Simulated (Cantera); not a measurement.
## Thermodynamics of silicates and aluminates, feed SiO₂ + MgCl₂ + O₂

Feed: 1 mol SiO₂, a varied amount of MgCl₂, 0.49 mol O₂, equilibrated at 1175 °C and 1.33 mbar.

Method: chemical equilibrium by Gibbs-energy minimisation in Cantera with the NASA 1993 tables (ideal gas, pure condensed phases). Candidate condensed phases: Mg, MgCl₂, MgO, MgSiO₃, Mg₂SiO₄, Si, SiO₂; 20 gas species. Mutual solubility and eutectic melting of coexisting phases are not modelled. The tables hold silica as quartz up to 1696 K and as liquid above; real silica turns to tridymite and cristobalite and melts near 1996 K. Condensed phases not in the tables: alloys, solid solutions and most ternary compounds. Rates play no part.

```
n(MgCl₂) (mol)     x O₂   x Cl  x MgCl₂   x Cl₂  n MgSiO₃(s)  n SiO₂(β-quartz)
--------------  -------  -----  -------  ------  -----------  ----------------
0.2               0.554  0.334   0.0218  0.0898        0.184             0.816
0.25              0.489  0.371   0.0287   0.111        0.228             0.772
0.32              0.412  0.412   0.0385   0.137        0.288             0.712
0.41              0.333  0.451   0.0515   0.164        0.362             0.638
0.52              0.256  0.486   0.0681   0.190        0.449             0.551
0.66              0.181  0.514   0.0907   0.213        0.553             0.447
0.84              0.113  0.534    0.123   0.230        0.673             0.327
1.1              0.0533  0.535    0.181   0.231        0.807             0.193
1.4              0.0213  0.510    0.260   0.209        0.898             0.102
1.7             0.00928  0.473    0.338   0.180        0.938            0.0619
2.2             0.00317  0.414    0.444   0.138        0.962            0.0377
2.8             0.00125  0.360    0.535   0.104        0.971            0.0285
```
x: gas mole fraction; n: condensed amount in mol.

From 0.2 mol MgCl₂ to 2.8 mol MgCl₂ the condensed part is MgSiO₃(s) + SiO₂(β-quartz).
